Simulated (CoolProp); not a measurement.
The numbers come from the reference Helmholtz-energy equation of state, Akasaka 2020 in CoolProp.

Task: For R1123, give the phase and the density (kg/m³), cp (kJ/(kg K)), isothermal compressibility (1/MPa) at 22.05 °C and 200 bar; 139.85 °C and 200 bar; 163.35 °C and 200 bar.

Result: 
- 22.05 °C and 200 bar: liquid; density 1150, cp 1.36, isothermal compressibility 0.00400
- 139.85 °C and 200 bar: supercritical; density 702, cp 1.59, isothermal compressibility 0.0272
- 163.35 °C and 200 bar: supercritical; density 620, cp 1.55, isothermal compressibility 0.0340
